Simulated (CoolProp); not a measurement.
The fluid at 513.24 K and 0.643 MPa flows at 0.055 m/s in a round tube of 20 mm bore and 0.25 µm roughness, fully developed (64/Re and Nu = 3.66 if laminar; Colebrook and Gnielinski if turbulent). The same conditions are run with several fluids, on thermodynamics alone (safety and materials aside).

Values from CoolProp's reference Helmholtz-energy equation of state of each fluid (propane: Lemmon 2009; oxygen: Schmidt 1985; n-pentane: Thol 2019; carbon dioxide: Span 1996).

```csv
fluid,Reynolds number,Darcy friction factor,pressure drop (Pa/m),heat-transfer coefficient (W/(m² K)),mass flow (kg/h)
propane,___,0.118,0.0603,9.03,0.420
oxygen,170,___,0.137,7.70,0.300
n-pentane,1110,0.0574,___,7.76,0.712
carbon dioxide,299,0.214,___,6.25,0.414
```

Question: Fill in the missing entries.

Answer: 
- propane, Reynolds number: 542
- oxygen, Darcy friction factor: 0.376
- n-pentane, pressure drop (Pa/m): 0.0497
- carbon dioxide, pressure drop (Pa/m): 0.108

Above 300 K oxygen's equation is extrapolated.

Transport values come from each fluid's own correlations; those of n-pentane are estimates that may be off by 10 % or more.
